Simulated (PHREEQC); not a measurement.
Model water analysis in mg/kgw, 20 °C, pH 7.06, pe 9.2:

| constituent | mg/kgw |
|---|---|
| Na | 6.14 |
| K | 0.116 |
| Ca | 15.8 |
| Mg | 1.83 |
| Cl | 20.8 |
| S(6) as SO4 | 6.42 |
| Alkalinity as HCO3 | 30.6 |
| Zn | 0.748 |
| Cd | 0.0206 |
| Br | 0.0314 |
| F | 0.559 |

Valence states are taken as typed.

Equilibrium calculation in PHREEQC: ion-association model, phreeqc.dat.

```json
{
 "ionic_strength": "0.00177 mol/kgw",
 "specific_conductance": "125 µS/cm",
 "charge_balance_error": "-0.8 %"
}
```

```json
[
 {"species": "Cl-", "molality": "0.000587", "activity": "0.000560", "log γ": "-0.020"},
 {"species": "HCO3-", "molality": "0.000497", "activity": "0.000475", "log γ": "-0.020"},
 {"species": "Ca+2", "molality": "0.000389", "activity": "0.000324", "log γ": "-0.079"},
 {"species": "Na+", "molality": "0.000267", "activity": "0.000255", "log γ": "-0.020"},
 {"species": "CO2", "molality": "9.96e-5", "activity": "9.96e-5", "log γ": "0.000"},
 {"species": "Mg+2", "molality": "7.41e-5", "activity": "6.18e-5", "log γ": "-0.079"},
 {"species": "SO4-2", "molality": "6.31e-5", "activity": "5.25e-5", "log γ": "-0.080"},
 {"species": "F-", "molality": "2.93e-5", "activity": "2.80e-5", "log γ": "-0.020"}
]
```

Precipitation was switched off in this run. Species that the database lacks are ignored.
